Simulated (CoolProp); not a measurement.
A single-stage vapour-compression cycle with R124: evaporating at 319.15 K (dew point), condensing at 340.15 K (bubble point), superheat 0 K, subcooling 0 K, compressor efficiency 0.75, no pressure losses. Each further row changes one setting.

Values from CoolProp's reference Helmholtz-energy equation of state, de Vries 1995.

```csv
case,cooling COP,pressure ratio,discharge temperature (K),refrigerating effect (kJ/kg),volumetric capacity (kJ/m³)
as stated,9.66,1.69,341.3,108,4620
evaporating temperature 324.15 K,…,1.48,…,110,…
condensing temperature 335.15 K,…,…,…,114,4890
subcooling 5 K,10.2,1.69,341.3,114,4890
superheat 10 K,9.83,1.69,351.0,116,4730
compressor efficiency 0.65,…,1.69,…,108,4620
```

Q: Complete the blanks.

A: 
- evaporating temperature 324.15 K, cooling COP: 13.2
- evaporating temperature 324.15 K, discharge temperature (K): 341.0
- evaporating temperature 324.15 K, volumetric capacity (kJ/m³): 5410
- condensing temperature 335.15 K, cooling COP: 13.1
- condensing temperature 335.15 K, pressure ratio: 1.50
- condensing temperature 335.15 K, discharge temperature (K): 336.1
- compressor efficiency 0.65, cooling COP: 8.37
- compressor efficiency 0.65, discharge temperature (K): 343.0
